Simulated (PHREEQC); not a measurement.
Dissolve 0.078 mol/kgw HCl, 0.00023 mol/kgw CuSO4 and 0.00061 mol/kgw CuCl2 at 25 °C. Closed to the air; pH follows from the charge balance.

Equilibrium calculation in PHREEQC: ion-association model, phreeqc.dat.

```json
[
 {"quantity": "pH", "before": "1.19", "after": "2.15"},
 {"quantity": "Cu+2 (mol/kgw)", "before": "0.000767", "after": "8.26e-5"},
 {"quantity": "HSO4- (mol/kgw)", "before": "0.000174", "after": "7.92e-6"},
 {"quantity": "CuCl+ (mol/kgw)", "before": "6.94e-5", "after": "1.23e-6"},
 {"quantity": "SO4-2 (mol/kgw)", "before": "5.46e-5", "after": "1.49e-5"},
 {"quantity": "CuCl2 (mol/kgw)", "before": "1.78e-6", "after": "4.32e-9"}
]
```

### Question
Name the change that produced these shifts.
A) HCl replaced by FeCl2 at the same molality
B) temperature from 25 to 15 °C
C) 0.0014 mol/kgw HF added
D) diluted 10-fold with water
E) temperature from 25 to 40 °C

### Answer
D, diluted 10-fold with water

This is a speciation only: nothing precipitates in the calculation.
